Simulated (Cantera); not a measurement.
Charge: 1 mol TiO2, a varied amount of H2, equilibrated at 1127 °C and 1.80 mbar.

These are equilibrium values from Cantera (NASA tables, ideal gas, pure condensed phases), not measurements of a reactor. Candidate condensed phases: H2O, Ti, TiO, TiO2, Ti2O3, Ti3O5, Ti4O7; 12 gas species. The numbers say what is thermodynamically allowed, not how fast it happens.

Question: At 930 mol H2, list the 3 most abundant gas species with their mole fractions, and the condensed phases.

Answer: H2 1.000, H2O 0.000358, H 0.000115. Condensed: Ti3O5(s).
